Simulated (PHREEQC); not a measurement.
Solution (41 °C): 0.6 mol H3PO4 and 0.12 mol Na2B4O7 per kg of water. Closed to the air; pH follows from the charge balance.

Equilibrium calculation in PHREEQC: ion-association model, phreeqc.dat.

Each row changes one thing in this solution. No solid was allowed to form.

```json
[
 {"case": "as made", "pH": "1.95", "ionic strength (mol/kgw)": "0.254", "H3PO4 (mol/kgw)": "0.346", "H2PO4- (mol/kgw)": "0.254", "HPO4-2 (mol/kgw)": "4.19e-6"},
 {"case": "diluted 2-fold with water", "pH": "2.01", "ionic strength (mol/kgw)": "0.132", "H3PO4 (mol/kgw)": "0.168", "H2PO4- (mol/kgw)": "0.132", "HPO4-2 (mol/kgw)": "2.11e-6"},
 {"case": "Na2B4O7 from 0.12 to 0.108 mol/kgw", "pH": "1.89", "ionic strength (mol/kgw)": "0.232", "H3PO4 (mol/kgw)": "0.368", "H2PO4- (mol/kgw)": "0.232", "HPO4-2 (mol/kgw)": "3.25e-6"},
 {"case": "Na2B4O7 from 0.12 to 0.06 mol/kgw", "pH": "1.63", "ionic strength (mol/kgw)": "0.149", "H3PO4 (mol/kgw)": "0.451", "H2PO4- (mol/kgw)": "0.149", "HPO4-2 (mol/kgw)": "1.02e-6"},
 {"case": "Na2B4O7 from 0.12 to 0.012 mol/kgw", "pH": "1.33", "ionic strength (mol/kgw)": "0.0804", "H3PO4 (mol/kgw)": "0.520", "H2PO4- (mol/kgw)": "0.0804", "HPO4-2 (mol/kgw)": "2.35e-7"},
 {"case": "Na2B4O7 left out", "pH": "1.25", "ionic strength (mol/kgw)": "0.0673", "H3PO4 (mol/kgw)": "0.533", "H2PO4- (mol/kgw)": "0.0673", "HPO4-2 (mol/kgw)": "1.57e-7"}
]
```

Away from 25 °C the constants follow the database's enthalpies or fits; those with neither stay at their 25 °C values.
